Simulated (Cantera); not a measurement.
Input: 1 mol C2H6, 0.49 mol H2O, 24 mol H2, held at 0.975 Torr.

Equilibrium computed with Cantera from the NASA thermochemical tables; the gas is ideal and each condensed phase is pure. Candidate condensed phases: C, C6H6, C7H8, C8H18, H2O; 110 gas species. Kinetics and transport are ignored.

x: gas mole fraction; n: condensed amount in mol.

| T (°C) | x H | x H2 | x CO | x C3 | x C2H2 (acetylene) | x C | x C2H | n C(graphite) |
|---|---|---|---|---|---|---|---|---|
| 2052 | 0.259 | 0.722 | 0.0152 | 2.03e-5 | 0.00353 | 9.62e-6 | 6.09e-5 | 1.28 |
| 2102 | (withheld) | (withheld) | 0.0147 | (withheld) | (withheld) | (withheld) | (withheld) | 1.22 |
| 2152 | 0.384 | 0.597 | 0.0141 | 0.000115 | 0.00466 | 4.42e-5 | 0.000182 | 1.16 |
| 2202 | 0.453 | 0.527 | 0.0135 | 0.000258 | 0.00513 | 9.05e-5 | 0.000300 | 1.08 |
| 2252 | (withheld) | (withheld) | 0.0129 | (withheld) | 0.00547 | (withheld) | (withheld) | (withheld) |
| 2302 | 0.595 | 0.384 | 0.0123 | 0.00119 | 0.00565 | 0.000348 | 0.000733 | 0.828 |
| 2352 | 0.662 | 0.316 | 0.0116 | 0.00243 | 0.00565 | 0.000657 | 0.00109 | 0.578 |
| 2402 | 0.722 | 0.254 | 0.0111 | 0.00484 | 0.00546 | 0.00121 | 0.00158 | 0.131 |
| 2452 | 0.775 | 0.200 | 0.0106 | 0.00601 | 0.00383 | 0.00188 | 0.00164 | 0 |

**Question.** What belongs in the gaps?

**Answer.** 
- 2102, x H: 0.318
- 2102, x H2: 0.663
- 2102, x C3: 4.92e-5
- 2102, x C2H2 (acetylene): 0.00411
- 2102, x C: 2.10e-5
- 2102, x C2H: 0.000107
- 2252, x H: 0.525
- 2252, x H2: 0.456
- 2252, x C3: 0.000562
- 2252, x C: 0.000180
- 2252, x C2H: 0.000477
- 2252, n C(graphite): 0.978
